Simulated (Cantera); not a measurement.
Mixture: CH4 : O2 : N2 = 1 : 1.05 : 3.96 (molar parts), at 1000000 Pa, adiabatic and at constant pressure. Ignition delay is the time to a rise of 400 K.

Computed with Cantera and GRI-Mech 3.0 (53 species, 325 reactions).

**Question.** Predict: delay at 1100 K; delay at 1250 K; delay at 1400 K; delay at 1550 K; delay at 1700 K; apparent activation energy between 1550 and 1700 K.

**Answer.** 
```json
{
  "delay at 1100 K": "24.7 ms",
  "delay at 1250 K": "3.67 ms",
  "delay at 1400 K": "0.697 ms",
  "delay at 1550 K": "0.157 ms",
  "delay at 1700 K": "41.0 µs",
  "apparent activation energy between 1550 and 1700 K": "200 kJ/mol"
}
```
